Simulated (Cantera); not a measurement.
An isothermal, constant-pressure homogeneous reactor starts with NO : N₂ = 1 : 1.7 (molar parts), at 1950 K and 0.0133 bar. Integrator tolerance rtol = 1e-08.

Cantera simulation using GRI-Mech 3.0 (53 species, 325 reactions); the numbers are that mechanism's predictions, not measurements. Radical loss at walls, strong at low pressure, is not modelled.

**Question.** What does this change do: temperature 1950 to 2150 K?

**Answer.** 
| quantity | before | after |
|---|---|---|
| x(NO) at 20.0 s | 0.196 (gas-phase equilibrium 0.00629) | 0.0108 (gas-phase equilibrium 0.0104) |
| x(NO₂) at 20.0 s | 2.67e-5 (gas-phase equilibrium 1.27e-6) | 1.56e-6 (gas-phase equilibrium 1.50e-6) |
| x(O) at 20.0 s | 0.00121 (gas-phase equilibrium 0.00167) | 0.00713 (gas-phase equilibrium 0.00714) |
| x(N₂O) at 20.0 s | 1.05e-5 (gas-phase equilibrium 4.16e-8) | 6.95e-8 (gas-phase equilibrium 6.80e-8) |
| x(N₂) at 20.0 s | 0.716 (gas-phase equilibrium 0.811) | 0.807 (gas-phase equilibrium 0.807) |
| x(O₂) at 20.0 s | 0.0865 (gas-phase equilibrium 0.181) | 0.176 (gas-phase equilibrium 0.176) |
